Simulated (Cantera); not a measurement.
Mixture: CH3OH : O2 : N2 = 1 : 1.07 : 4.03 (molar parts), equivalence ratio 1.4, at 300 Torr, adiabatic and at constant pressure. Ignition delay is the time to a rise of 400 K.

Cantera simulation using GRI-Mech 3.0 (53 species, 325 reactions); the numbers are that mechanism's predictions, not measurements. GRI-Mech 3.0 was tuned for natural gas; its chemistry of methanol as a main component is partial and can be far from experiment.

Predict: delay at 1023 K; delay at 1073 K; delay at 1123 K; delay at 1173 K; delay at 1223 K; delay at 1273 K; apparent activation energy between 1173 and 1273 K.


```
Quantity                                                Result
--------------------------------------------------  ----------
delay at 1023 K                                        0.635 s
delay at 1073 K                                        0.213 s
delay at 1123 K                                        79.1 ms
delay at 1173 K                                        32.1 ms
delay at 1223 K                                        14.1 ms
delay at 1273 K                                        6.64 ms
apparent activation energy between 1173 and 1273 K  200 kJ/mol
```
